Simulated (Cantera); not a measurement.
What does this Cantera script print?

```python
import numpy as np
import cantera as ct

gas = ct.Solution("gri30.yaml")
gas.TPX = 2148, 41000, {'CH4': 1, 'H2O': 1.3, 'H2': 0.23}
inlet = ct.Reservoir(gas, clone=True)

reactor = ct.IdealGasConstPressureReactor(gas, energy="off", clone=False)
exhaust = ct.Reservoir(gas, clone=True)
tau = [2, 0.88, 0.38, 0.16, 0.071, 0.031, 0.013, 0.0057][0]
for a, b in ((inlet, reactor), (reactor, exhaust)):
    ct.MassFlowController(a, b, mdot=lambda t: reactor.mass / tau)
net = ct.ReactorNet([reactor])
show = ['CH4', 'H2O', 'H2', 'CH2O', 'C2H4', 'CH2CO', 'OH']

rows = []
print(f"{'tau/s':>10s}{'T/K':>9s}" + "".join(f"{s:>11s}" for s in show))
for tau in [2, 0.88, 0.38, 0.16, 0.071, 0.031, 0.013, 0.0057]:
    net.initial_time = 0.0
    net.advance(30 * tau)
    before = gas.X
    net.advance(40 * tau)
    drift = np.max(np.abs(gas.X - before) / (gas.X + 1e-9))
    rows.append([gas.T, *gas[show].X, drift])
    print(f"{tau:10.3e}{gas.T:9.1f}" + "".join(f"{x:11.3e}" for x in gas[show].X))
```

Result:

```
     tau/s      T/K        CH4        H2O         H2       CH2O       C2H4      CH2CO         OH
 2.000e+00   2148.0  5.982e-04  6.343e-02  7.108e-01  1.342e-07  3.538e-07  2.185e-07  6.148e-05
 8.800e-01   2148.0  1.151e-03  6.521e-02  7.091e-01  2.386e-07  1.279e-06  5.829e-07  6.277e-05
 3.800e-01   2148.0  2.086e-03  6.947e-02  7.053e-01  4.337e-07  4.016e-06  1.542e-06  6.638e-05
 1.600e-01   2148.0  3.599e-03  7.871e-02  6.974e-01  8.174e-07  1.104e-05  3.956e-06  7.453e-05
 7.100e-02   2148.0  5.735e-03  9.431e-02  6.844e-01  1.531e-06  2.528e-05  9.023e-06  8.844e-05
 3.100e-02   2148.0  8.933e-03  1.194e-01  6.637e-01  2.995e-06  5.416e-05  1.966e-05  1.108e-04
 1.300e-02   2148.0  1.388e-02  1.573e-01  6.321e-01  6.141e-06  1.146e-04  4.111e-05  1.444e-04
 5.700e-03   2148.0  2.081e-02  2.035e-01  5.926e-01  1.198e-05  2.297e-04  7.501e-05  1.847e-04
```

Computed with Cantera and GRI-Mech 3.0 (53 species, 325 reactions).
